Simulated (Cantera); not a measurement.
A perfectly stirred reactor is fed with CH4 : H2O = 1 : 0.42 (molar parts), at 1.10 bar; it is held at 1573 K, and followed from long to short residence time.

Cantera simulation using GRI-Mech 3.0 (53 species, 325 reactions); the numbers are that mechanism's predictions, not measurements. GRI-Mech 3.0 stops at C3 and has no aromatics, soot or wall deposition, so with more carbon than oxygen in the feed, carbon stays in small species such as C2H2 where larger ones or solid carbon would form.

```csv
quantity,before,after
x(CH4) at τ = 19.0 s,0.0778,0.0504
x(H2O) at τ = 19.0 s,0.0430,0.0771
x(C2H6) at τ = 19.0 s,3.71e-5,7.62e-6
x(C2H2) at τ = 19.0 s,0.0903,0.129
x(CH2CO) at τ = 19.0 s,4.23e-6,1.15e-5
x(CH4) at τ = 0.200 s,0.270,0.407
x(H2O) at τ = 0.200 s,0.212,0.243
x(C2H6) at τ = 0.200 s,0.000278,0.000423
x(C2H2) at τ = 0.200 s,0.114,0.0811
x(CH2CO) at τ = 0.200 s,2.66e-5,3.17e-5
```

Question: Which change was made?
(A) CH4 1 to 3.5 parts
(B) temperature 1573 to 1450 K
(C) pressure from 1.10 bar to 82.5 Torr
(D) pressure from 1.10 bar to 8.80 bar

Answer: C, pressure from 1.10 bar to 82.5 Torr
